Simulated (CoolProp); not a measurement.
Vapour-liquid equilibrium of R22 (1) + R114 (2) at 5.65 °C; x and y are mole fractions of (1).

Values from CoolProp's multi-fluid Helmholtz-energy mixture model, Kamei 1995 and Platzer 1990; pair parameters Bell 2016. This equation is an older, rougher fit; its heat capacities, sound speeds and derivatives of the liquid may be far off and weren't checked against measurements.

Task: Give the bubble pressure and the first vapour's composition at x = 0.2, 0.5, 0.8. Is there an azeotrope?

Result: x = 0.2: 0.2551 MPa, y = 0.625; x = 0.5: 0.3901 MPa, y = 0.815; x = 0.8: 0.5097 MPa, y = 0.929. No azeotrope shows between x = 0.05 and 0.95.

Pair parameters are fitted to limited data, so mixtures are less certain than the pure fluids.
